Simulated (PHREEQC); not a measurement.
## City or well water: an equilibrium model

A made-up water analysis in mg/kgw, 25 °C, pH 6.48, pe 0.9: Na 3.58; K 0.3; Ca 16; Mg 8.21; Cl 13; S(6) as SO4 7.63; Alkalinity as HCO3 35.1; Si as SiO2 0.0157; Fe(2) 0.0118.

Valence states are taken as typed.

Equilibrium calculation in PHREEQC: ion-association model, wateq4f.dat.

```
Property                       Result
--------------------  ---------------
ionic strength        0.00215 mol/kgw
charge-balance error           19.9 %
```

```tsv
species	molality	activity	log γ
HCO3-	0.000571	0.000543	-0.022
CO2	0.000404	0.000404	0.000
Ca+2	0.000393	0.000321	-0.087
Cl-	0.000367	0.000348	-0.022
Mg+2	0.000332	0.000272	-0.087
Na+	0.000156	0.000148	-0.022
SO4-2	7.19e-5	5.87e-5	-0.088
K+	7.67e-6	7.28e-6	-0.022
CaSO4	3.76e-6	3.76e-6	0.000
MgSO4	3.74e-6	3.74e-6	0.000
```

No solid was allowed to form.
